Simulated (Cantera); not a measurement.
An isothermal, constant-pressure homogeneous reactor starts with H2 : O2 : N2 = 1.4 : 1 : 1.2 (molar parts), equivalence ratio 0.70, at 1050 K and 0.928 atm.

Computed with Cantera and the H2/O2 subset of GRI-Mech 3.0, which has no nitrogen chemistry. The temperature is held fixed by assumption; the heat of reaction is taken as removed at once.

x: mole fraction; the columns are a selection and need not sum to one.

```
t (s)         x H2   x O2     x HO2      x OH       x O    x H2O       x H
--------  --------  -----  --------  --------  --------  -------  --------
9.00e-6      0.389  0.278   5.17e-9  2.78e-10  7.21e-10  5.74e-9   4.74e-9
3.85e-5      0.389  0.278   1.22e-6   7.90e-8   2.06e-7  2.72e-6   1.31e-6
0.000165     0.102  0.149  0.000337   8.42e-5   6.89e-5    0.355  0.000199
0.000707    0.0991  0.148  0.000141   1.05e-6   9.85e-7    0.359   2.94e-6
0.00303     0.0932  0.145         ?         ?   1.74e-6    0.367         ?
0.0130      0.0626  0.131  0.000161   2.50e-6   1.78e-6    0.405   4.23e-6
0.0555      0.0136  0.109   7.73e-5   1.95e-6   8.75e-7    0.466   8.52e-7
0.238            ?  0.104         ?         ?         ?    0.482         ?
1.02       5.16e-5  0.103   1.12e-6   1.32e-7  9.68e-10    0.483  3.10e-10
4.36       2.43e-7  0.103   1.79e-8   1.45e-7  2.30e-11    0.483  2.34e-12
18.7      5.64e-10  0.103   2.54e-9   5.47e-7  2.23e-10    0.483    <1e-12
80.0      5.64e-10  0.103   2.54e-9   5.47e-7  2.23e-10    0.483    <1e-12
```

Problem. What belongs in the gaps?

Solution. 
- 0.00303, x HO2: 0.000176
- 0.00303, x OH: 2.10e-6
- 0.00303, x H: 5.16e-6
- 0.238, x H2: 0.000739
- 0.238, x HO2: 9.87e-6
- 0.238, x OH: 5.03e-7
- 0.238, x O: 3.69e-8
- 0.238, x H: 1.37e-8
